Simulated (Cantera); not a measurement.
An isothermal, constant-pressure homogeneous reactor starts with CO : O₂ : H₂O : N₂ = 0.0071 : 0.096 : 0.0016 : 1 (molar parts), equivalence ratio 0.037, at 975 K and 1000000 Pa. Integrator tolerance rtol = 1e-08.

Detailed kinetics in Cantera: GRI-Mech 3.0 (53 species, 325 reactions).

### Question
What does this change do: 0.037 parts CH4 added?

### Answer
| quantity | before | after |
|---|---|---|
| x(CO) at 2.00 s | 0.00546 (gas-phase equilibrium <1e-12) | 0.00606 (gas-phase equilibrium 2.47e-12) |
| x(O₂) at 2.00 s | 0.0865 (gas-phase equilibrium 0.0839) | 0.0192 (gas-phase equilibrium 0.0162) |
| x(H₂O) at 2.00 s | 0.00145 (gas-phase equilibrium 0.00145) | 0.0662 (gas-phase equilibrium 0.0664) |
| x(HO₂) at 2.00 s | 3.98e-7 (gas-phase equilibrium 6.66e-11) | 1.73e-6 (gas-phase equilibrium 1.31e-10) |
| x(N₂O) at 2.00 s | 5.40e-8 (gas-phase equilibrium 4.61e-9) | 6.72e-8 (gas-phase equilibrium 1.96e-9) |
| x(NO) at 2.00 s | <1e-12 (gas-phase equilibrium 1.61e-5) | <1e-12 (gas-phase equilibrium 6.96e-6) |
Below about 1000 K GRI-Mech 3.0 lacks low-temperature oxidation paths. The temperature is held fixed by assumption; the heat of reaction is taken as removed at once.
